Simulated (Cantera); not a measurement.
A closed system holds: 1 mol SiH2Cl2, 32 mol H2, equilibrated at 2125 K and 4.00 mbar.

Method: chemical equilibrium by Gibbs-energy minimisation in Cantera with the NASA 1993 tables (ideal gas, pure condensed phases). Candidate condensed phases: Si; 19 gas species. The tables' values for SiCl are old estimates; treat these amounts as uncertain. Gases not in the tables: Si2H6 and higher silanes. The numbers say what is thermodynamically allowed, not how fast it happens.

Base state: H2 0.870, H 0.0535, HCl 0.0469, Si 0.0227, SiCl2 0.00276, Cl 0.00212, SiCl 0.00122, SiH 0.000690 (mole fractions); condensed: gas only.

**Question.** What changes in the equilibrium state with this change: H2 from 32 to 6.3 mol?

**Answer.** 
```tsv
species	before	after
H2	0.870	0.726
HCl	0.0469	0.123
H	0.0535	0.0489
SiCl2	0.00276	0.0434
Si	0.0227	0.0434
SiCl3	1.34e-6	6.02e-5
Si3	1.73e-5	0.000121
SiCl	0.00122	0.00668
Si2	0.000164	0.000597
Cl	0.00212	0.00608
Si(l), mol	0	0.134
```
The tables' values for SiCl, SiCl3 are old estimates; treat these amounts as uncertain.
